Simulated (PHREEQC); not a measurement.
Make-up at 25 °C: 58 mmol/kgw CuCl2, 0.066 mmol/kgw HBF4 and 2.4 mmol/kgw Na2SO4. Closed to the air; pH follows from the charge balance.

Computed with PHREEQC (ion-association model, phreeqc.dat).

This is a speciation only: nothing precipitates in the calculation.

**Question.** Order these F species by the share of F that they hold, largest first: F-, CuF+, HF.

**Answer.** F- (67 %), CuF+ (21 %), HF (13 %)

The pH is 3.74 and the ionic strength 0.165 mol/kgw. Species that the database lacks are ignored. Real BF4- forms and hydrolyses slowly; the run takes it at equilibrium.
